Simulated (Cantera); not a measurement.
What does this Cantera script print?

```python
import numpy as np
import cantera as ct

gas = ct.Solution("gri30.yaml")


def delay(T, t_max=10):
    gas.TPX = T, 100000, {'CH4': 1, 'CO': 0.14, 'O2': 1.09, 'N2': 4.1, 'CO2': 0.96}
    reactor = ct.IdealGasConstPressureReactor(gas, clone=False)
    net = ct.ReactorNet([reactor])
    net.rtol, net.atol = 1e-8, 1e-16
    while net.time < t_max:
        t_old, T_old = net.time, reactor.T
        net.step()
        if reactor.T > T + 400:  # ignition: a rise of 400 K
            return t_old + (T + 400 - T_old) / (reactor.T - T_old) * (net.time - t_old)
    return np.nan


taus = []
for T in [1025, 1075, 1125, 1175, 1225, 1275, 1325]:
    taus.append(delay(T))
    print(f"T0 = {T:6g} K   tau = {taus[-1]:.4e} s")
```

Result:

```
T0 =   1025 K   tau = 1.7344e+00 s
T0 =   1075 K   tau = 7.1935e-01 s
T0 =   1125 K   tau = 3.1429e-01 s
T0 =   1175 K   tau = 1.4391e-01 s
T0 =   1225 K   tau = 6.8641e-02 s
T0 =   1275 K   tau = 3.3902e-02 s
T0 =   1325 K   tau = 1.7263e-02 s
```

Computed with Cantera and GRI-Mech 3.0 (53 species, 325 reactions).
